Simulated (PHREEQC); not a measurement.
A solution holds 0.12 mol NH3 per kg of water, at 25 °C. Closed to the air; pH follows from the charge balance.

Model: ion-association model, phreeqc.dat, run in PHREEQC.

| Item | Result |
|---|---|
| pH | 11.16 |
| ionic strength | 0.00152 mol/kgw |
| specific conductance | 400 µS/cm |
| total alkalinity | 120 meq/kg |

```json
[
 {"species": "NH3", "molality": "0.118", "activity": "0.118", "log γ": "0.000"},
 {"species": "OH-", "molality": "0.00152", "activity": "0.00145", "log γ": "-0.019"},
 {"species": "NH4+", "molality": "0.00152", "activity": "0.00145", "log γ": "-0.019"}
]
```

This is a speciation only: nothing precipitates in the calculation.
